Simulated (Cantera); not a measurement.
**Catalytic combustion on Pt**

An isothermal plug-flow reactor at 498 K and 4.00 bar (inlet), inlet velocity 1.7 m/s, active area per volume 4400 1/m; feed H2 : O2 : N2 : H2O = 0.0024 : 0.032 : 0.79 : 0.034 (molar parts).

Model: Deutschmann's 1995 Pt surface mechanism with GRI-Mech 3.0 gas chemistry, integrated in Cantera. Catalytic surfaces can have several steady states; this one follows from the mechanism file's or the stated starting coverage. Mass transfer to the wall is taken as infinitely fast.

```tsv
z (m)	x H2	x O2	x H2O	θ free Pt	θ O*	θ OH*
4e-05	0.00214	0.0370	0.0403	0.0846	0.776	0.136
8.6e-05	0.00168	0.0367	0.0407	0.0669	0.807	0.124
0.00019	0.00113	0.0365	0.0413	0.0453	0.848	0.105
0.0004	0.000679	0.0363	0.0418	0.0274	0.888	0.0839
0.00086	0.000361	0.0361	0.0421	0.0146	0.922	0.0626
0.0019	0.000175	0.0360	0.0423	0.00711	0.948	0.0443
0.004	8.57e-5	0.0360	0.0424	0.00348	0.965	0.0313
```
x: gas mole fraction; θ: surface coverage.
